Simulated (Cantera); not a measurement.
Input (Python, Cantera) and output of one run.

```python
import numpy as np
import cantera as ct

gas_names = """
    H HNO HNO2 HNO3 HO2 H2 H2O H2O2 H2S H2SO4 Mg MgH MgN MgO MgOH MgO2H2 MgS Mg2 N NH NH2 NH3 NH2OH NO
    NO2 NO3 N2 N2H2 N2H4 N2O O OH O2 O3 S SH SN SO SO2 SO3 S2 S2O S8
""".split()
cond_names = """
    H2O(s) H2O(L) H2SO4(L) Mg(cr) Mg(L) MgO(s) MgO(L) MgO2H2(s) MgS(s) MgSO4(s) MgSO4(L) S(cr1) S(cr2)
    S(L)
""".split()


# ... load() reads the species with a 1 bar reference pressure and builds the phases ...
atoms = {
    'MgO': {'Mg': 1, 'O': 1},
    'H2S': {'H': 2, 'S': 1},
    'N2': {'N': 2},
}
top_T = {'MgS(s)': 2250}  # K; cautious upper limits of use, not melting points


# ... equilibrate(T, P, feed) seeds the gas with the atoms and calls Mixture.equilibrate('TP', solver="vcs", rtol=1e-11, max_steps=5000) ...
results = []
feed = {'MgO': 1, 'H2S': 0.6, 'N2': 4.5}  # mol
T = 1573  # K
for P in [1000, 2600, 6700, 17000, 45000, 120000, 300000, 770000, 2000000]:
    mix = equilibrate(T, P, feed)
    results.append((T, P, feed, dict(zip(mix.species_names, mix.species_moles))))
    x = sorted(zip(gas.X, gas.species_names), reverse=True)
    print(f"T = {T:g} K  P = {P:g} Pa  gas = {mix.phase_moles(0):.4g} mol")
    print("   x: " + "  ".join(f"{s} {v:.3e}" for v, s in x if v > 1e-06))
    print("   condensed (mol): " + ("  ".join(f"{mix.phase(i).name} {mix.phase_moles(i):.4g}"
          for i in range(1, mix.n_phases) if mix.phase_moles(i) > 1e-12) or "none"))
```

Output:

```
T = 1573 K  P = 1000 Pa  gas = 5.382 mol
   x: N2 8.361e-01  H2 1.035e-01  S2 5.129e-02  H2S 6.076e-03  SH 1.555e-03  H2O 1.082e-03  S 2.068e-04  H 1.308e-04  Mg 5.803e-05  SO 1.917e-05  MgS 4.553e-06  S2O 1.585e-06
   condensed (mol): MgO(s) 0.9941  MgS(s) 0.005609
T = 1573 K  P = 2600 Pa  gas = 5.371 mol
   x: N2 8.378e-01  H2 9.996e-02  S2 4.954e-02  H2S 9.302e-03  H2O 1.657e-03  SH 1.503e-03  S 1.260e-04  H 7.972e-05  SO 1.852e-05  Mg 1.408e-05  S2O 2.426e-06  MgS 1.751e-06  SO2 1.365e-06
   condensed (mol): MgO(s) 0.991  MgS(s) 0.008941
T = 1573 K  P = 6700 Pa  gas = 5.357 mol
   x: N2 8.401e-01  H2 9.498e-02  S2 4.708e-02  H2S 1.383e-02  H2O 2.463e-03  SH 1.428e-03  S 7.654e-05  H 4.841e-05  SO 1.760e-05  S2O 3.608e-06  Mg 3.492e-06  SO2 2.030e-06
   condensed (mol): MgO(s) 0.9867  MgS(s) 0.01331
T = 1573 K  P = 17000 Pa  gas = 5.338 mol
   x: N2 8.430e-01  H2 8.841e-02  S2 4.383e-02  H2S 1.979e-02  H2O 3.524e-03  SH 1.329e-03  S 4.636e-05  H 2.932e-05  SO 1.639e-05  S2O 5.162e-06  SO2 2.904e-06
   condensed (mol): MgO(s) 0.981  MgS(s) 0.01895
T = 1573 K  P = 45000 Pa  gas = 5.314 mol
   x: N2 8.469e-01  H2 7.979e-02  S2 3.955e-02  H2S 2.760e-02  H2O 4.916e-03  SH 1.200e-03  S 2.707e-05  H 1.712e-05  SO 1.479e-05  S2O 7.199e-06  SO2 4.051e-06
   condensed (mol): MgO(s) 0.9737  MgS(s) 0.02628
T = 1573 K  P = 120000 Pa  gas = 5.286 mol
   x: N2 8.514e-01  H2 6.967e-02  H2S 3.677e-02  S2 3.453e-02  H2O 6.549e-03  SH 1.047e-03  S 1.549e-05  SO 1.291e-05  H 9.797e-06  S2O 9.590e-06  SO2 5.396e-06  NH3 1.022e-06
   condensed (mol): MgO(s) 0.9652  MgS(s) 0.03479
T = 1573 K  P = 300000 Pa  gas = 5.258 mol
   x: N2 8.559e-01  H2 5.955e-02  H2S 4.594e-02  S2 2.951e-02  H2O 8.182e-03  SH 8.950e-04  S2O 1.198e-05  SO 1.103e-05  S 9.055e-06  SO2 6.739e-06  H 5.728e-06  NH3 2.025e-06
   condensed (mol): MgO(s) 0.9568  MgS(s) 0.04321
T = 1573 K  P = 770000 Pa  gas = 5.23 mol
   x: N2 8.605e-01  H2S 5.529e-02  H2 4.921e-02  S2 2.438e-02  H2O 9.848e-03  SH 7.396e-04  S2O 1.441e-05  SO 9.115e-06  SO2 8.109e-06  S 5.138e-06  NH3 3.916e-06  H 3.251e-06
   condensed (mol): MgO(s) 0.9483  MgS(s) 0.05171
T = 1573 K  P = 2e+06 Pa  gas = 5.203 mol
   x: N2 8.648e-01  H2S 6.408e-02  H2 3.951e-02  S2 1.956e-02  H2O 1.141e-02  SH 5.936e-04  S2O 1.670e-05  SO2 9.394e-06  NH3 7.333e-06  SO 7.314e-06  S 2.856e-06  H 1.807e-06
   condensed (mol): MgO(s) 0.9404  MgS(s) 0.05961
```

Method: chemical equilibrium by Gibbs-energy minimisation in Cantera with the NASA 1993 tables (ideal gas, pure condensed phases). Mutual solubility and eutectic melting of coexisting phases are not modelled.
